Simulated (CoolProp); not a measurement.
Nitrous oxide along the isotherm 342.1 K: Z from the reference equation and from simpler models built on Tc = 309.5 K, pc = 7245 kPa, ω = 0.161; each cubic takes its own stable root.

The numbers come from the reference Helmholtz-energy equation of state, Lemmon 2006 in CoolProp. It is a short technical equation, of lower accuracy than the large ones.

```tsv
p (kPa)	phase	reference
1130	gas	0.9601
2260	gas	0.9184
3400	gas	0.8743
4530	gas	0.8280
5660	gas	0.7787
6790	gas	0.7256
7920	supercritical	0.6682
9060	supercritical	0.6053
10200	supercritical	0.5389
11300	supercritical	0.4783
12500	supercritical	0.4310
13600	supercritical	0.4101
14700	supercritical	0.4042
15800	supercritical	0.4070
17000	supercritical	0.4154
18100	supercritical	0.4260
```

Question: How far does each simpler model (van der Waals, Soave-Redlich-Kwong) lie from the reference over these 16 states: mean and median of the absolute difference, and the worst?

Answer: 
- van der Waals: mean 7.3 %, median 3.8 %, worst +23.0 % at 342.1 K and 18100 kPa
- Soave-Redlich-Kwong: mean 6.8 %, median 4.4 %, worst +15.2 % at 342.1 K and 14700 kPa
